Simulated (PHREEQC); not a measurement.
Model water analysis in mmol/kgw, 25 °C, pH 7.2, pe 12.7:

```tsv
constituent	mmol/kgw
Na	0.328
K	0.785
Ca	1.38
Mg	0.276
Cl	1.23
S(6)	0.39
Alkalinity (meq/kgw)	2.33
Cu(2)	0.0011
Cd	0.00168
Li	0.111
Zn	0.0607
```

Valence states are taken as typed.

The numbers come from PHREEQC with the ion-association model, wateq4f.dat.

Precipitation was switched off in this run.

Estimate the charge-balance error.

charge-balance error 3.7 %.

In which forms is Cd present?

Cd+2 84 %, CdCl+ 7.1 %, CdHCO3+ 4.3 %, CdSO4 4.1 % of the Cd.

The solution is supersaturated, for example in Otavite, so a real one may precipitate; this is no full list. The database's constant for dissolved Cu(OH)2 is higher than later reviews accept. The database's zinc carbonate complexes are estimates, stronger than later reviews accept.
